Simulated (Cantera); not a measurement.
Feed: 1 mol Ta(OEt)₅, 7.5 mol CO₂, at 0.270 Pa.

Equilibrium computed with Cantera from the NASA thermochemical tables; the gas is ideal and each condensed phase is pure. Candidate condensed phases: C, C₆H₆, C₇H₈, C₈H₁₈, H₂O, Ta, TaC, Ta₂O₅; 113 gas species. The feed counts by its element totals alone. Mutual solubility and eutectic melting of coexisting phases are not modelled. TaC: taken at fixed stoichiometry. Condensed phases not in the tables: Ta₂C, N, O or C dissolved in the metal. Rates play no part.

What share of the Ta ends up in condensed phases as a function of T (K), at 1198, 1273, 1348, 1423, 1498, 1573, 1648, 1723, 1798, 1873, 1948?


| T (K) | Ta condensed (%) | as |
|---|---|---|
| 1198 | 100.0 | TaC(s) + Ta₂O₅(s) |
| 1273 | 100.0 | TaC(s) + Ta₂O₅(s) |
| 1348 | 100.0 | TaC(s) + Ta₂O₅(s) |
| 1423 | 100.0 | TaC(s) + Ta₂O₅(s) |
| 1498 | 100.0 | TaC(s) + Ta₂O₅(s) |
| 1573 | 99.9 | Ta(s) + Ta₂O₅(s) |
| 1648 | 99.2 | Ta₂O₅(s) |
| 1723 | 97.0 | Ta₂O₅(s) |
| 1798 | 89.2 | Ta₂O₅(s) |
| 1873 | 64.9 | Ta₂O₅(s) |
| 1948 | 0.0 | - |
